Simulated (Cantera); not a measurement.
**Stirred combustor or abatement burner**

A perfectly stirred reactor is fed with CH4 : O2 : N2 = 1 : 4.44 : 16.7 (molar parts), at 0.987 atm; it is adiabatic with a 475 K inlet, and is followed from long to short residence time, starting on the burning branch (τ in s: 0.022, 0.0095, 0.0041, 0.0017, 0.00074, 0.00031, 0.00013, 5.7e-05, 2.4e-05).

Cantera simulation using GRI-Mech 3.0 (53 species, 325 reactions); the numbers are that mechanism's predictions, not measurements.

| τ (s) | T (K) | x CH4 | x O2 | x HCN | x H2 | x OH | x CH2 | x O |
|---|---|---|---|---|---|---|---|---|
| 0.022 | 1511 | 6.78e-5 | 0.111 | 1.47e-9 | 0.000112 | 0.000732 | 7.70e-8 | 0.000194 |
| 0.0095 | 1502 | 0.000119 | 0.111 | 2.00e-9 | 0.000197 | 0.000912 | 1.50e-7 | 0.000319 |
| 0.0041 | 1484 | 0.000218 | 0.112 | 3.18e-9 | 0.000348 | 0.00109 | 2.86e-7 | 0.000498 |
| 0.0017 | 1450 | 0.000458 | 0.114 | 5.83e-9 | 0.000646 | 0.00120 | 5.55e-7 | 0.000696 |
| 0.00074 | 475 | 0.0452 | 0.201 | <1e-12 | <1e-12 | <1e-12 | <1e-12 | <1e-12 |
| 0.00031 | 475 | 0.0452 | 0.201 | <1e-12 | <1e-12 | <1e-12 | <1e-12 | <1e-12 |
| 0.00013 | 475 | 0.0452 | 0.201 | <1e-12 | <1e-12 | <1e-12 | <1e-12 | <1e-12 |
| 5.7e-5 | 475 | 0.0452 | 0.201 | <1e-12 | <1e-12 | <1e-12 | <1e-12 | <1e-12 |
| 2.4e-5 | 475 | 0.0452 | 0.201 | <1e-12 | <1e-12 | <1e-12 | <1e-12 | <1e-12 |
x: mole fraction; the columns are a selection and need not sum to one.
